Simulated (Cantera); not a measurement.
Feed: 1 mol SiO₂, 4.2 mol CH₄, 1.1 mol N₂, equilibrated at 33.0 Pa.

Method: chemical equilibrium by Gibbs-energy minimisation in Cantera with the NASA 1993 tables (ideal gas, pure condensed phases). Candidate condensed phases: C, C₆H₆, C₇H₈, C₈H₁₈, H₂O, Si, SiC, SiO₂, Si₂N₂O, Si₃N₄; 151 gas species. The tables' values for SiN are old estimates; treat these amounts as uncertain. Rates play no part. All values below are at 2175 K.

Base state: H₂ 0.510, H 0.192, CO 0.144, N₂ 0.0769, Si 0.0608, HCN 0.00550, SiC₂ 0.00531, Si₂C 0.00229 (mole fractions); condensed: C(graphite).

What changes in the equilibrium state with this change: pressure from 33.0 Pa to 1.00 bar?


```csv
species,before,after
H₂,0.510,0.721
CO,0.144,0.171
N₂,0.0769,0.0916
H,0.192,0.00415
Si,0.0608,2.87e-5
SiO,0.00136,0.00231
CH₄,2.38e-8,0.000144
SiC₂,0.00531,2.50e-6
Si₂,6.45e-5,4.34e-8
Si₂C,0.00229,1.54e-6
CH₃,1.73e-7,1.60e-5
"C(graphite), mol",1.93,1.13
"SiC(s), mol",0,0.973
```
Gases not in the tables: Si₂H₆ and higher silanes.
